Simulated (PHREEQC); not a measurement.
**City or well water: speciation**

Model water analysis in mg/L, 75 °C, pH 7.48, pe 8.5:

| constituent | mg/L |
|---|---|
| Na | 65 |
| K | 22.8 |
| Ca | 85.2 |
| Mg | 0.7 |
| Cl | 19.8 |
| S(6) as SO4 | 84.4 |
| Alkalinity as HCO3 | 319 |
| Pb | 0.358 |
| Cu(2) | 1.95 |

Valence states are taken as typed.

Equilibrium calculation in PHREEQC: ion-association model, wateq4f.dat.

Each row changes one thing in this solution. No solid was allowed to form.

```tsv
case	ionic strength (mol/kgw)	CO2 (mol/kgw)	CaCO3 (mol/kgw)	CuCO3 (mol/kgw)	CO3-2 (mol/kgw)	Cu(OH)2 (mol/kgw)	SI of Pb(OH)2 (Pb(OH)2)	SI of Cerrusite (PbCO3)
as made	0.00952	0.000302	8.19e-5	2.01e-5	1.52e-5	7.24e-6	+0.26	-0.41
pH from 7.48 to 7.78 at the same alkalinity	0.00934	0.000146	0.000153	1.63e-5	2.91e-5	1.22e-5	+0.56	-0.42
K from 22.8 to 45.6 mg/L	0.00982	0.000302	8.15e-5	2.01e-5	1.52e-5	7.24e-6	+0.26	-0.41
pH from 7.48 to 7.18 at the same alkalinity	0.00962	0.000615	4.26e-5	2.17e-5	7.77e-6	3.84e-6	-0.06	-0.42
```

Species that the database lacks are ignored. Some of these states are supersaturated (in Malachite, Cu(OH)2, for instance). Away from 25 °C the constants follow the database's enthalpies or fits; those with neither stay at their 25 °C values. The database's constant for dissolved Cu(OH)2 is higher than later reviews accept.
